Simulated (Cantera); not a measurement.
Input: 1 mol CsCl, 130 mol H2, equilibrated at 1823 K and 10.0 mbar.

Equilibrium computed with Cantera from the NASA thermochemical tables; the gas is ideal and each condensed phase is pure. Candidate condensed phases: Cs, CsCl; 9 gas species. The numbers say what is thermodynamically allowed, not how fast it happens.

Base state: H2 0.986, CsCl 0.00600, H 0.00430, Cs 0.00161, HCl 0.00160 (mole fractions); condensed: gas only.

What changes in the equilibrium state with this change: pressure from 10.0 mbar to 3.60 mbar?


| species | before | after |
|---|---|---|
| H2 | 0.986 | 0.983 |
| H | 0.00430 | 0.00716 |
| CsCl | 0.00600 | 0.00559 |
| Cl | 5.34e-6 | 1.11e-5 |
| Cs | 0.00161 | 0.00201 |
| HCl | 0.00160 | 0.00199 |
